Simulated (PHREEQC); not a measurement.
Consider water at 87 °C with 0.0024 mol HCl, 0.00014 mol Li2SO4 and 0.011 mol NiSO4 per kg of water. Closed to the air; pH follows from the charge balance.

Equilibrium calculation in PHREEQC: ion-association model, wateq4f.dat.

Each row changes one thing in this solution. No solid was allowed to form.

```csv
case,pH,ionic strength (mol/kgw),Ni+2 (mol/kgw),SO4-2 (mol/kgw),NiSO4 (mol/kgw),HSO4- (mol/kgw),SI of Morenosite (NiSO4:7H2O)
as made,3.09,0.0305,0.00763,0.00633,0.00335,0.00146,-2.97
HCl from 0.0024 to 0.00024 mol/kgw,4.13,0.0294,0.00727,0.00725,0.00373,0.000154,-2.92
0.017 mol/kgw Cs2SO4 added,3.41,0.0740,0.00599,0.0212,0.00499,0.00192,-2.79
HCl from 0.0024 to 0.00048 mol/kgw,3.83,0.0295,0.00731,0.00714,0.00368,…,-2.92
temperature from 87 to 75 °C,3.02,0.0309,0.00765,0.00653,0.00332,0.00128,-2.88
0.0024 mol/kgw HF added,3.00,0.0307,0.00769,0.00614,0.00326,0.00173,-2.98
HCl left out,5.59,0.0293,0.00722,0.00736,0.00377,…,-2.91
temperature from 87 to 85 °C,3.08,0.0305,0.00763,0.00636,0.00334,0.00143,-2.95
Li2SO4 replaced by KHSO4 at the same molality,3.06,0.0304,0.00765,0.00627,0.00333,0.00154,-2.97
```

Q: What belongs in the gaps?

A: 
- HCl from 0.0024 to 0.00048 mol/kgw, HSO4- (mol/kgw): 0.000306
- HCl left out, HSO4- (mol/kgw): 5.42e-6

Species that the database lacks are ignored. At this temperature some constants are extrapolated from 25 °C, and those without enthalpy data are left unchanged.
